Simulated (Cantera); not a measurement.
Input (Python, Cantera):

```python
import numpy as np
import cantera as ct

gas = ct.Solution("gri30.yaml")


def delay(T, t_max=10):
    gas.TPX = T, 51000, {'CH3OH': 1, 'O2': 1.36, 'N2': 5.13}
    reactor = ct.IdealGasConstPressureReactor(gas, clone=False)
    net = ct.ReactorNet([reactor])
    net.rtol, net.atol = 1e-8, 1e-16
    while net.time < t_max:
        t_old, T_old = net.time, reactor.T
        net.step()
        if reactor.T > T + 400:  # ignition: a rise of 400 K
            return t_old + (T + 400 - T_old) / (reactor.T - T_old) * (net.time - t_old)
    return np.nan


taus = []
for T in [1275, 1350, 1425, 1500, 1575, 1650, 1725, 1800, 1875, 1950]:
    taus.append(delay(T))
    print(f"T0 = {T:6g} K   tau = {taus[-1]:.4e} s")
```

Output:

```
T0 =   1275 K   tau = 5.4706e-03 s
T0 =   1350 K   tau = 2.0221e-03 s
T0 =   1425 K   tau = 8.5420e-04 s
T0 =   1500 K   tau = 4.0543e-04 s
T0 =   1575 K   tau = 2.1221e-04 s
T0 =   1650 K   tau = 1.2022e-04 s
T0 =   1725 K   tau = 7.2553e-05 s
T0 =   1800 K   tau = 4.6127e-05 s
T0 =   1875 K   tau = 3.0681e-05 s
T0 =   1950 K   tau = 2.1271e-05 s
```

Model: GRI-Mech 3.0 (53 species, 325 reactions), integrated in Cantera. GRI-Mech 3.0 was tuned for natural gas; its chemistry of methanol as a main component is partial and can be far from experiment.
